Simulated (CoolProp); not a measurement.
Vapour-liquid equilibrium of R22 (1) + C3F8 (R218) (2) at -51.75 °C; x and y are mole fractions of (1).

Values from CoolProp's multi-fluid Helmholtz-energy mixture model, Kamei 1995 and Lemmon 2006; pair parameters Bell 2016.

```tsv
x	bubble pressure (bar)	y at the bubble point	dew pressure at overall composition x (bar)	liquid density (mol/L)
0.05	0.5662	0.176	0.5079	9.084
0.125	0.6579	0.335	0.5413	9.417
0.2	0.7220	0.430	0.5788	9.777
0.275	0.7639	0.490	0.6207	10.17
0.35	0.7894	0.529	0.6675	10.59
0.425	0.8035	0.556	0.7187	11.06
0.5	0.8103	0.575	0.7709	11.57
0.575	0.8127	0.590	0.8103	12.13
0.65	0.8119	0.604	0.7942	12.75
0.725	0.8070	0.622	0.7485	13.44
0.8	0.7935	0.651	0.7006	14.20
0.875	0.7606	0.706	0.6555	15.04
0.95	0.6850	0.825	0.6144	15.98
```

y crosses x between x = 0.575 and 0.65: the model has an azeotrope there.

The pair parameters rest on a limited set of measurements; away from them the model extrapolates. With so large a gap from Raoult's law the liquid may split in two, which this calculation doesn't test in full.
